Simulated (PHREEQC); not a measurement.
A PHREEQC input (ion-association model, wateq4f.dat):

```
SOLUTION 1
  temp 25
  units g/L
  pH 6.66
  pe 11.8
  Na 0.0193
  K 0.0472
  Ca 0.0671
  Mg 0.0161
  Cl 0.0553
  S(6) 0.145 as SO4
  Alkalinity 0.136 as HCO3
  Cd 0.00144
  Cu(2) 0.000241
END
USE solution 1
EQUILIBRIUM_PHASES 1
  Quartz 0 0.5
  Gypsum 0 0
  CO2(g) -2 10
END
```

The run finishes without an error or a warning.

Its last state differs from that of the intended input:

```csv
quantity,as run,intended
pH,7.12,4.95
ionic strength (mol/kgw),0.00955,2.20e-5
HCO3- (mol/kgw),0.00218,1.35e-5
HSO4- (mol/kgw),6.95e-9,1.62e-9
H3SiO4- (mol/kgw),2.22e-7,1.38e-9
CaSO4 (mol/kgw),0.000168,4.82e-10
```

Q: One thing in the input isn't as intended. What explains the difference?

A: This is not unique; one that fits is The fault: the units line changed with the numbers kept. The line should read `units mg/L` where the input has `units g/L`.
